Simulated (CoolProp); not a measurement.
A single-stage vapour-compression cycle with hydrogen chloride: evaporating at 220.15 K (dew point), condensing at 277.15 K (bubble point), superheat 5 K, subcooling 5 K, compressor efficiency 0.9, no pressure losses. Each further row changes one setting.

Model: reference Helmholtz-energy equation of state, Thol 2018, in CoolProp.

```tsv
case	cooling COP	pressure ratio	discharge temperature (K)	refrigerating effect (kJ/kg)	volumetric capacity (kJ/m³)
as stated	2.54	6.14	390.3	316	3110
evaporating temperature 225.15 K	2.92	5.04	375.4	318	3770
condensing temperature 272.15 K	2.87	5.40	375.2	326	3210
subcooling 10 K	2.61	6.14	390.3	326	3210
superheat 15 K	2.47	6.14	409.1	325	3030
compressor efficiency 0.8	2.25	6.14	407.5	316	3110
```
